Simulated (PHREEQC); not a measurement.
0.86 g of hydrous ferric oxide (600 m²/g; 0.2 weak and 0.005 strong sites per Fe, Dzombak-Morel constants, diffuse double layer) in 1 kg of water with 0.05 mol/kgw of an inert sodium salt and 0.00028 mol/kgw Na2SO4, at 25 °C; the pH is set by adding NaOH or the inert anion's acid. O2 is buffered at 0.21 atm. CO2 from the air is kept out. Precipitation was switched off in this run.

The numbers come from PHREEQC with the ion-association model, wateq4f.dat.

```csv
pH,S sorbed (%),surface charge σ (C/m²),surface potential ψ (mV)
4,99.4,0.216,144
4.38,99.0,0.186,136
4.75,(withheld),0.154,126
5.12,95.6,0.122,115
5.5,89.5,0.094,102
5.88,76.9,0.072,89
6.25,58.2,(withheld),77
6.62,36.8,0.043,64
7.38,6.0,0.020,35
7.75,1.6,0.009,18
8.12,0.4,0.000,-1
8.5,0.1,-0.011,-20
8.88,0.0,-0.022,(withheld)
9.25,0.0,-0.036,-57
9.62,0.0,-0.053,-74
10,0.0,-0.075,-90
```

Task: What belongs in the gaps?

Result: 
- 4.75, S sorbed (%): 98.0
- 6.25, surface charge σ (C/m²): 0.056
- 8.88, surface potential ψ (mV): -39
